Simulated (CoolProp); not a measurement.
A closed Brayton cycle with carbon dioxide: compressor inlet 309.15 K and 7.8 MPa, high pressure 15.2 MPa, turbine inlet 785 K, compressor efficiency 0.8, turbine efficiency 0.85, recuperator effectiveness 0.8 (on enthalpy, no pinch check). Each further row changes one setting.

Model: reference Helmholtz-energy equation of state, Span 1996, in CoolProp.

| case | thermal efficiency (%) | net work (kJ/kg) | compressor to turbine work | compressor exit (K) | turbine exit (K) |
|---|---|---|---|---|---|
| as stated | 22.6 | 55.7 | 0.31 | 353.7 | 711.2 |
| turbine inlet 735 K | 21.8 | 49.9 | 0.33 | 353.7 | 663.9 |
| compressor inlet 319.15 K | 21.8 | 47.6 | 0.41 | 374.2 | 711.2 |
| high pressure 12.9 MPa | 19.4 | 43.5 | 0.29 | 342.5 | 729.0 |
| recuperator effectiveness 0.5 | 15.0 | 55.7 | 0.31 | 353.7 | 711.2 |
